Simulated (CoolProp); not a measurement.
A single-stage vapour-compression cycle with R142b: evaporating at 229.15 K (dew point), condensing at 277.15 K (bubble point), superheat 2 K, subcooling 2 K, compressor efficiency 0.6, no pressure losses. Each further row changes one setting.

The numbers come from the reference Helmholtz-energy equation of state, Lemmon 2006 in CoolProp. It is a short technical equation, of lower accuracy than the large ones.

```json
[
 {"case": "as stated", "cooling COP": "2.45", "pressure ratio": "8.78", "discharge temperature (K)": "329.7", "refrigerating effect (kJ/kg)": "188", "volumetric capacity (kJ/m³)": "190"},
 {"case": "evaporating temperature 234.15 K", "cooling COP": "2.85", "pressure ratio": "6.67", "discharge temperature (K)": "322.8", "refrigerating effect (kJ/kg)": "191", "volumetric capacity (kJ/m³)": "250"},
 {"case": "condensing temperature 272.15 K", "cooling COP": "2.79", "pressure ratio": "7.29", "discharge temperature (K)": "321.2", "refrigerating effect (kJ/kg)": "194", "volumetric capacity (kJ/m³)": "196"},
 {"case": "subcooling 7 K", "cooling COP": "2.53", "pressure ratio": "8.78", "discharge temperature (K)": "329.7", "refrigerating effect (kJ/kg)": "194", "volumetric capacity (kJ/m³)": "196"},
 {"case": "superheat 12 K", "cooling COP": "2.44", "pressure ratio": "8.78", "discharge temperature (K)": "341.3", "refrigerating effect (kJ/kg)": "195", "volumetric capacity (kJ/m³)": "189"},
 {"case": "compressor efficiency 0.5", "cooling COP": "2.04", "pressure ratio": "8.78", "discharge temperature (K)": "346.4", "refrigerating effect (kJ/kg)": "188", "volumetric capacity (kJ/m³)": "190"}
]
```
